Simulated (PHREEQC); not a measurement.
Consider water at 81 °C with 0.0014 mol/kgw Cu(NO3)2, 6.8e-05 mol/kgw HNO3 and 0.084 mol/kgw FeCl3. Closed to the air; pH follows from the charge balance.

Equilibrium calculation in PHREEQC: ion-association model, phreeqc.dat.

**Question.** The ionic strength comes out as 0.331 mol/kgw. What activity coefficients do NO3-, Fe3(OH)4+5, FeCl+2, Cl-, Fe(OH)2+ get?

**Answer.** NO3- 0.62, Fe3(OH)4+5 0.00016, FeCl+2 0.22, Cl- 0.65, Fe(OH)2+ 0.69.

This is a speciation only: nothing precipitates in the calculation. The solution is supersaturated, for example in Hematite (slow to form), Goethite (slow to form), so a real one may precipitate; this is no full list. Species that the database lacks are ignored. Away from 25 °C the constants follow the database's enthalpies or fits; those with neither stay at their 25 °C values.
